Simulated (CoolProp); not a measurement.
CF4 (R14) at 298.15 K and 0.577 MPa flows at 0.44 m/s in a round tube of 10 mm bore and 1.5 µm roughness, fully developed (64/Re and Nu = 3.66 if laminar; Colebrook and Gnielinski if turbulent). Each further row changes one setting.

Model: reference Helmholtz-energy equation of state, Platzer 1990, in CoolProp. This equation is an older, rougher fit.

```
case               Reynolds number  Darcy friction factor  pressure drop (Pa/m)  heat-transfer coefficient (W/(m² K))  mass flow (kg/h)
-----------------  ---------------  ---------------------  --------------------  ------------------------------------  ----------------
as stated               (withheld)             (withheld)                  7.50                            (withheld)        (withheld)
velocity 0.88 m/s            10500             (withheld)            (withheld)                                  52.0              5.21
diameter 20 mm               10500                 0.0306                  3.10                            (withheld)              10.4
```

**Question.** What belongs in the gaps?

**Answer.** 
- as stated, Reynolds number: 5270
- as stated, Darcy friction factor: 0.0370
- as stated, heat-transfer coefficient (W/(m² K)): 28.4
- as stated, mass flow (kg/h): 2.60
- velocity 0.88 m/s, Darcy friction factor: 0.0307
- velocity 0.88 m/s, pressure drop (Pa/m): 24.9
- diameter 20 mm, heat-transfer coefficient (W/(m² K)): 25.9

Viscosity comes from a separate model (Huber 2003), an estimate that may be off by 10 % or more. Thermal conductivity comes from a separate model (Huber 2003), an estimate that may be off by 10 % or more.
